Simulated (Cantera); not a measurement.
A closed system holds: 1 mol CH4, 0.036 mol CO2, equilibrated at 100 Pa.

Equilibrium computed with Cantera from the NASA thermochemical tables; the gas is ideal and each condensed phase is pure. Candidate condensed phases: C, C6H6, C7H8, C8H18, H2O; 110 gas species. Kinetics and transport are ignored.

Over these rows the condensed part is C(graphite). Partial pressures as log10 of bar:

| T (K) | 1000/T (1/K) | log p C2H2 (acetylene) | log p H2 | log p CO |
|---|---|---|---|---|
| 1548 | 0.6460 | -7.82 | -3.02 | -4.46 |
| 1648 | 0.6068 | -7.37 | -3.02 | -4.46 |
| 1748 | 0.5721 | ? | -3.02 | -4.46 |
| 1848 | 0.5411 | -6.61 | -3.02 | -4.46 |
| 1948 | 0.5133 | -6.30 | -3.03 | -4.47 |
| 2048 | 0.4883 | -6.03 | -3.05 | -4.47 |

Problem. Fit log p(C2H2 (acetylene)) = a + b·(1000/T) to the five rows, give the apparent enthalpy, and predict the row at 1748 K.

Solution. Means: 1000/T = 0.5591, log p = -6.826. Sxy = -0.196663, Sxx = 0.0172612, so b = -11.39 and a = -6.826 − (-11.39)×0.5591 = -0.46.
Apparent enthalpy: −19.145 × (-11.39) = 218 kJ/mol. With the condensed phases at unit activity, 2 C(graphite) + H2(g) = C2H2 (acetylene)(g) links this pressure to the main gases: over the six rows their terms move log p by -0.03 in all, so the slope is close to that reaction's ΔH°. The five rows lie within 0.01 of the line.
Prediction at 1748 K: -0.46 + (-11.39)×0.5721 = -6.98. The computed value is -6.97, 0.01 from the line.
